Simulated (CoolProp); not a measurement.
C2F6 (R116) along the isobar 5.54 bar: density (kg/m³) from the reference equation and from simpler models built on Tc = 293.0 K, pc = 30.48 bar, ω = 0.257; each cubic takes its own stable root.

Model: reference Helmholtz-energy equation of state, Lemmon 2006, in CoolProp. It is a short technical equation, of lower accuracy than the large ones.

| T (K) | phase | reference | ideal gas | van der Waals | Redlich-Kwong | Peng-Robinson |
|---|---|---|---|---|---|---|
| 261.6 | gas | 38.90 | 35.15 | 38.04 | 38.70 | 39.23 |
| 272.5 | gas | 36.79 | 33.75 | 36.22 | 36.71 | 37.12 |
| 283.4 | gas | 34.95 | 32.45 | 34.58 | 34.95 | 35.26 |
| 294.3 | gas | 33.33 | 31.25 | 33.10 | 33.37 | 33.61 |
| 305.2 | gas | 31.87 | 30.13 | 31.75 | 31.95 | 32.13 |
| 316.1 | gas | 30.56 | 29.09 | 30.51 | 30.66 | 30.79 |
| 327 | gas | 29.37 | 28.12 | 29.37 | 29.48 | 29.58 |
| 337.9 | gas | 28.28 | 27.21 | 28.32 | 28.39 | 28.46 |
| 348.8 | gas | 27.27 | 26.36 | 27.35 | 27.39 | 27.44 |
| 359.6 | gas | 26.36 | 25.57 | 26.45 | 26.48 | 26.50 |
| 370.5 | gas | 25.49 | 24.82 | 25.60 | 25.61 | 25.63 |
| 381.4 | gas | 24.69 | 24.11 | 24.81 | 24.81 | 24.81 |
| 392.3 | gas | 23.94 | 23.44 | 24.07 | 24.06 | 24.05 |
| 403.2 | gas | 23.24 | 22.81 | 23.38 | 23.36 | 23.34 |
| 414.1 | gas | 22.58 | 22.21 | 22.72 | 22.70 | 22.67 |
| 425 | gas | 21.97 | 21.64 | 22.10 | 22.07 | 22.04 |
